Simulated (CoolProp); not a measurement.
Vapour pressure (MPa) of R114: the reference equation beside estimates from Tc = 147.5 °C, pc = 3.352 MPa, ω = 0.252. Clausius-Clapeyron is anchored at 60.45 °C with a constant enthalpy of vaporisation of 19.23 kJ/mol.

Values from CoolProp's reference Helmholtz-energy equation of state, Platzer 1990. This equation is an older, rougher fit; its heat capacities, sound speeds and derivatives of the liquid may be far off and weren't checked against measurements.

```tsv
T (°C)	reference	Lee-Kesler	Clausius-Clapeyron	van der Waals	Soave-Redlich-Kwong	Peng-Robinson
14.45	0.1506	0.1482	0.1934	0.5956	0.1482	0.1481
23.65	___	0.2029	0.2482	0.7001	0.2028	0.2019
32.85	0.2739	0.2718	0.3137	___	0.2717	0.2698
42.05	0.3588	0.3570	0.3911	0.9432	___	0.3538
51.25	0.4621	___	0.4816	1.083	0.4616	0.4565
60.45	0.5862	0.5851	0.5862	1.235	0.5875	0.5802
69.65	0.7336	0.7327	0.7061	1.400	0.7374	0.7278
78.85	0.9070	0.9061	0.8422	1.578	0.9139	0.9019
88.05	1.109	1.108	___	1.770	___	___
97.25	1.343	1.341	1.167	1.975	1.358	1.341
106.45	___	1.610	1.358	2.195	1.631	1.613
115.65	1.920	1.917	1.569	2.429	1.942	1.924
124.95	2.275	2.272	1.802	2.680	2.298	2.282
```

### Question
Fill in the missing entries.

### Answer

- 23.65, reference: 0.2053
- 32.85, van der Waals: 0.8158
- 42.05, Soave-Redlich-Kwong: 0.3572
- 51.25, Lee-Kesler: 0.4606
- 88.05, Clausius-Clapeyron: 0.9957
- 88.05, Soave-Redlich-Kwong: 1.120
- 88.05, Peng-Robinson: 1.105
- 106.45, reference: 1.612

Absolute difference from the reference over all 13 rows, mean and median: Lee-Kesler 0.4 and 0.2 %, Clausius-Clapeyron 12.8 and 13.1 %, van der Waals 114.9 and 90.8 %, Soave-Redlich-Kwong 0.9 and 1.0 %, Peng-Robinson 0.8 and 0.8 %.
